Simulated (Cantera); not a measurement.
An isothermal, constant-pressure homogeneous reactor starts with NO : N2 = 1 : 4.3 (molar parts), at 1975 K and 20.0 Torr. Integrator tolerance rtol = 1e-08.

Cantera simulation using GRI-Mech 3.0 (53 species, 325 reactions); the numbers are that mechanism's predictions, not measurements. Radical loss at walls, strong at low pressure, is not modelled.

What does this change do: 0.23 parts H2O added?


```csv
quantity,before,after
x(NO) at 20.0 s,0.0749 (gas-phase equilibrium 0.00506),0.0468 (gas-phase equilibrium 0.00483)
x(O) at 20.0 s,0.000823 (gas-phase equilibrium 0.00103),0.000875 (gas-phase equilibrium 0.00100)
x(NO2) at 20.0 s,1.13e-5 (gas-phase equilibrium 9.79e-7),7.69e-6 (gas-phase equilibrium 9.12e-7)
x(N2) at 20.0 s,0.868 (gas-phase equilibrium 0.903),0.844 (gas-phase equilibrium 0.864)
x(O2) at 20.0 s,0.0564 (gas-phase equilibrium 0.0912),0.0661 (gas-phase equilibrium 0.0869)
```

What does this change do: pressure from 20.0 Torr to 113 Torr?


```tsv
quantity	before	after
x(NO) at 20.0 s	0.0749 (gas-phase equilibrium 0.00506)	0.0153 (gas-phase equilibrium 0.00507)
x(O) at 20.0 s	0.000823 (gas-phase equilibrium 0.00103)	0.000422 (gas-phase equilibrium 0.000433)
x(NO2) at 20.0 s	1.13e-5 (gas-phase equilibrium 9.79e-7)	6.82e-6 (gas-phase equilibrium 2.33e-6)
x(N2) at 20.0 s	0.868 (gas-phase equilibrium 0.903)	0.898 (gas-phase equilibrium 0.903)
x(O2) at 20.0 s	0.0564 (gas-phase equilibrium 0.0912)	0.0865 (gas-phase equilibrium 0.0916)
```
